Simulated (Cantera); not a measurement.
A Cantera script and its output.

```python
import numpy as np
import cantera as ct

gas = ct.Solution("gri30.yaml")
gas.TPX = 1600, 101325, {'CH4': 1, 'O2': 3.08, 'N2': 26.8}
reactor = ct.IdealGasReactor(gas, energy="on", clone=False)
net = ct.ReactorNet([reactor])
net.rtol, net.atol = 1e-08, 1e-16
show = ['CH4', 'O2', 'CH3', 'CH2O', 'CO2']
times = np.geomspace(6e-06, 6, 12)

steps = ct.SolutionArray(gas, extra=["t"])
rows = []
print(f"{'t/s':>10s}{'T/K':>9s}{'P/Pa':>11s}" + "".join(f"{s:>11s}" for s in show))
for t in times:
    while net.time < t:
        t_next = net.step()
        steps.append(gas.state, t=t_next)
    rows.append([np.interp(t, steps.t, y) for y in (steps.T, steps.P, *steps(*show).X.T)])
    print(f"{t:10.3e}{rows[-1][0]:9.1f}{rows[-1][1]:11.4g}" + "".join(f"{x:11.3e}" for x in rows[-1][2:]))
rate = np.gradient(steps.T, steps.t)
print("integrator steps:", len(steps.t))
if steps.T.max() > steps.T[0] + 200:
    print(f"time of steepest temperature rise: {steps.t[rate.argmax()]:.4e} s")
gas.TPX = 1600, 101325, {'CH4': 1, 'O2': 3.08, 'N2': 26.8}
gas.equilibrate("UV")
print(f"equilibrium (UV): T = {gas.T:.1f} K  " + "  ".join(f"{s} {gas[s].X[0]:.3e}" for s in show))
```

Output:

```
       t/s      T/K       P/Pa        CH4         O2        CH3       CH2O        CO2
 6.000e-06   1600.0  1.013e+05  3.238e-02  9.974e-02  1.122e-06  1.458e-08  6.215e-12
 2.107e-05   1600.0  1.013e+05  3.238e-02  9.974e-02  4.628e-06  2.260e-07  1.547e-10
 7.397e-05   1599.9  1.013e+05  3.236e-02  9.973e-02  2.063e-05  3.604e-06  5.515e-09
 2.597e-04   1600.2  1.013e+05  3.214e-02  9.962e-02  1.297e-04  7.387e-05  5.266e-07
 9.119e-04   2251.0  1.445e+05  4.555e-18  3.657e-02  6.319e-17  1.286e-11  2.338e-02
 3.202e-03   2407.2  1.531e+05  3.984e-19  3.455e-02  3.094e-18  1.738e-12  2.940e-02
 1.124e-02   2402.7  1.528e+05  3.898e-19  3.360e-02  2.978e-18  1.701e-12  2.944e-02
 3.948e-02   2394.7  1.522e+05  3.752e-19  3.195e-02  2.787e-18  1.643e-12  2.949e-02
 1.386e-01   2391.4   1.52e+05  3.693e-19  3.128e-02  2.711e-18  1.620e-12  2.951e-02
 4.867e-01   2391.4   1.52e+05  3.692e-19  3.127e-02  2.710e-18  1.620e-12  2.951e-02
 1.709e+00   2391.4   1.52e+05  3.692e-19  3.127e-02  2.710e-18  1.620e-12  2.951e-02
 6.000e+00   2391.4   1.52e+05  3.692e-19  3.127e-02  2.710e-18  1.620e-12  2.951e-02
integrator steps: 1821
time of steepest temperature rise: 7.5076e-04 s
equilibrium (UV): T = 2391.4 K  CH4 5.401e-19  O2 3.127e-02  CH3 3.964e-18  CH2O 1.620e-12  CO2 2.951e-02
```

Computed with Cantera and GRI-Mech 3.0 (53 species, 325 reactions).
